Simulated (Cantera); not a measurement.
Charge: 1 mol SiHCl3, 0.16 mol NH3, 31 mol H2, at 1573.15 K and 0.133 bar.

These are equilibrium values from Cantera (NASA tables, ideal gas, pure condensed phases), not measurements of a reactor. Candidate condensed phases: NH4Cl, Si, Si3N4; 28 gas species. Mutual solubility and eutectic melting of coexisting phases are not modelled. The tables' values for SiCl3 are old estimates; treat these amounts as uncertain. Kinetics and transport are ignored.

Base state: H2 0.923, HCl 0.0609, SiCl2 0.0136, N2 0.00140, SiCl3 0.000501, H 0.000107, SiHCl3 9.75e-5, SiCl4 4.85e-5 (mole fractions); condensed: Si(s) + Si3N4(s).

Q: What changes in the equilibrium state with this change: temperature from 1573.15 K to 1550 K?

A: 
```tsv
species	before	after
H2	0.923	0.924
HCl	0.0609	0.0610
SiCl2	0.0136	0.0134
N2	0.00140	0.000921
SiCl4	4.85e-5	6.67e-5
H	0.000107	8.29e-5
SiHCl3	9.75e-5	0.000124
Si(s), mol	0.474	0.453
Si3N4(s), mol	0.0167	0.0247
```

Q: What changes in the equilibrium state with this change: SiHCl3 replaced by SiF4?

A: 
```csv
species,before,after
H2,0.923,0.958
SiF4,0,0.0226
HF,0,0.00898
HCl,0.0609,0
SiCl2,0.0136,0
SiF3,0,0.00552
SiHF3,0,0.00195
"Si(s), mol",0.474,0
"Si3N4(s), mol",0.0167,0
```
The tables' values for SiF3, SiF2 are old estimates; treat these amounts as uncertain.

Q: What changes in the equilibrium state with this change: NH3 from 0.16 to 37 mol?

A: 
```
species          before     after
-------------  --------  --------
H2                0.923     0.804
N2              0.00140     0.168
HCl              0.0609    0.0279
SiCl2            0.0136  0.000135
SiCl4           4.85e-5   1.16e-7
SiHCl3          9.75e-5   4.44e-7
SiCl3          0.000501   2.45e-6
SiH2Cl2         3.23e-5   2.80e-7
H              0.000107  0.000100
Si(s), mol        0.474         0
Si3N4(s), mol    0.0167     0.328
```
